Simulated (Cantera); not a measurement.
Input (Python, Cantera) and output of one run.

```python
import numpy as np
import cantera as ct

gas_names = """
    CL CL2 H HCL H2 N NH NH2 NH3 N2 N2H2 N2H4 Si SiCL SiCL2 SiCL3 SiCL4 SiH SiHCL3 SiH2 SiH2CL2 SiH3
    SiH3CL SiH4 SiN Si2 Si2N Si3
""".split()
cond_names = """
    NH4CL(a) NH4CL(b) Si(cr) Si(L) Si3N4(a)
""".split()


# ... load() reads the species with a 1 bar reference pressure and builds the phases ...
atoms = {
    'Si2Cl6': {'Si': 2, 'CL': 6},
    'NH3': {'N': 1, 'H': 3},
}
top_T = {'Si3N4(a)': 2400}  # K; cautious upper limits of use, not melting points


# ... equilibrate(T, P, feed) seeds the gas with the atoms and calls Mixture.equilibrate('TP', solver="vcs", rtol=1e-11, max_steps=5000) ...
results = []
feed = {'Si2Cl6': 1, 'NH3': 4.5}  # mol
T = 800  # K
P = 41000  # Pa
mix = equilibrate(T, P, feed)
results.append((T, P, feed, dict(zip(mix.species_names, mix.species_moles))))
print(gas.report(threshold=0.0001))
for i in range(1, mix.n_phases):
    print(f"{mix.phase(i).name:16s} {mix.phase_moles(i):12.5e} mol")
```

Result:

```
       temperature   800 K
          pressure   41000 Pa
           density   0.16943 kg/m^3
  mean mol. weight   27.488 kg/kmol
   phase of matter   gas

                          1 kg             1 kmol
                     ---------------   ---------------
          enthalpy       -2.0586e+06       -5.6588e+07  J
   internal energy       -2.3006e+06       -6.3239e+07  J
           entropy            8023.4        2.2055e+05  J/K
    Gibbs function       -8.4774e+06       -2.3303e+08  J
 heat capacity c_p              1289             35432  J/K
 heat capacity c_v            986.53             27118  J/K

                      mass frac. Y      mole frac. X     chem. pot. / RT
                     ---------------   ---------------   ---------------
               HCL           0.38905           0.29332           -39.742
                H2          0.036734           0.50086           -18.564
               NH3        9.8917e-05        0.00015965           -41.453
                N2           0.13758             0.135           -27.215
             SiCL4             0.436          0.070546           -147.19
            SiHCL3        0.00053653        0.00010889           -126.01
     [  +22 minor]          8.64e-07        1.8006e-07

Si(cr)            0.00000e+00 mol
Si3N4(a)          4.21266e-01 mol
```

Method: chemical equilibrium by Gibbs-energy minimisation in Cantera with the NASA 1993 tables (ideal gas, pure condensed phases). The feed counts by its element totals alone.
